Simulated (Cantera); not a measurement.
Input: 1 mol SiH4, 0.0052 mol C2H4, 1 mol H2, at 1.00 bar.

These are equilibrium values from Cantera (NASA tables, ideal gas, pure condensed phases), not measurements of a reactor. Candidate condensed phases: C, C6H6, C7H8, C8H18, Si, SiC; 87 gas species. Mutual solubility and eutectic melting of coexisting phases are not modelled. Gases not in the tables: Si2H6 and higher silanes. Equilibrium is a limit: real reactors are often held back by kinetics, nucleation or transport.

x: gas mole fraction; n: condensed amount in mol.

```
T (K)   x H2       x H      x Si    x SiH2     x SiH  n Si(l)  n SiC(s)
-----  -----  --------  --------  --------  --------  -------  --------
1748   1.000  0.000228   1.46e-6   2.05e-5   1.94e-6    0.990    0.0103
1798   1.000       [?]       [?]       [?]       [?]    0.990    0.0103
1848   0.999  0.000530   6.27e-6   4.16e-5   6.25e-6    0.989    0.0103
1898   0.999  0.000781   1.23e-5   5.75e-5   1.07e-5    0.989    0.0103
1948   0.999       [?]       [?]       [?]       [?]    0.989    0.0103
1998   0.998   0.00160   4.25e-5  0.000105   2.90e-5    0.989    0.0103
2048   0.997   0.00224   7.56e-5  0.000138   4.59e-5    0.989    0.0103
2098   0.997   0.00307  0.000131  0.000180   7.10e-5    0.989    0.0103
2148   0.995   0.00416  0.000220  0.000231  0.000108    0.988    0.0102
2198   0.994   0.00555  0.000362  0.000293  0.000160    0.987    0.0101
2248   0.991   0.00731  0.000581  0.000368  0.000234    0.986   0.00987
2298   0.989   0.00952  0.000915  0.000457  0.000335    0.985   0.00953
2348   0.985    0.0123   0.00141  0.000562  0.000474    0.983   0.00897
2398   0.980    0.0156   0.00214  0.000683  0.000658    0.980   0.00804
```

Fill in the missing entries.


- 1798, x H: 0.000352
- 1798, x Si: 3.08e-6
- 1798, x SiH2: 2.95e-5
- 1798, x SiH: 3.54e-6
- 1948, x H: 0.00113
- 1948, x Si: 2.32e-5
- 1948, x SiH2: 7.83e-5
- 1948, x SiH: 1.78e-5
